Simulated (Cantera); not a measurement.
Gas-phase reforming

A perfectly stirred reactor is fed with CH4 : CO2 = 1 : 0.49 (molar parts), at 13500 Torr; it is held at 1625 K, and followed from long to short residence time.

Detailed kinetics in Cantera: GRI-Mech 3.0 (53 species, 325 reactions). GRI-Mech 3.0 stops at C3 and has no aromatics, soot or wall deposition, so with more carbon than oxygen in the feed, carbon stays in small species such as C2H2 where larger ones or solid carbon would form. The pressure lies above the range GRI-Mech 3.0 was tuned for (to about 10 atm).

| τ (s) | x CH4 | x CO2 | x HCO | x H2O2 | x H2 |
|---|---|---|---|---|---|
| 0.79 | 0.189 | 0.0295 | 5.03e-8 | <1e-12 | 0.322 |
| 0.48 | 0.191 | 0.0360 | 4.56e-8 | <1e-12 | 0.305 |
| 0.29 | 0.194 | 0.0435 | 4.07e-8 | <1e-12 | 0.289 |
| 0.17 | 0.199 | 0.0533 | 3.56e-8 | <1e-12 | 0.273 |
| 0.10 | 0.207 | 0.0661 | 3.04e-8 | <1e-12 | 0.259 |
| 0.063 | 0.219 | 0.0815 | 2.58e-8 | <1e-12 | 0.248 |
| 0.038 | 0.242 | 0.105 | 2.06e-8 | <1e-12 | 0.237 |
| 0.023 | 0.276 | 0.137 | 1.53e-8 | <1e-12 | 0.226 |
| 0.014 | 0.323 | 0.175 | 1.03e-8 | <1e-12 | 0.211 |
| 0.0082 | 0.382 | 0.217 | 5.99e-9 | <1e-12 | 0.189 |
| 0.0050 | 0.441 | 0.252 | 3.31e-9 | <1e-12 | 0.161 |
x: mole fraction; the columns are a selection and need not sum to one.
